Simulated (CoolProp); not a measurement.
Vapour-liquid equilibrium of toluene (1) + ethylbenzene (2) at 0.0264 bar; x and y are mole fractions of (1).

The numbers come from the multi-fluid Helmholtz-energy mixture model, Lemmon 2006 and Zhou 2012; pair parameters Bell 2016 in CoolProp.

### Question
Give the bubble temperature and the first vapour's composition at x = 0.35, 0.5, 0.95. Is there an azeotrope?

### Answer
x = 0.35: 302.2 K, y = 0.599; x = 0.5: 299.3 K, y = 0.738; x = 0.95: 292.0 K, y = 0.985. No azeotrope shows between x = 0.05 and 0.95.

The pair parameters rest on a limited set of measurements; away from them the model extrapolates.
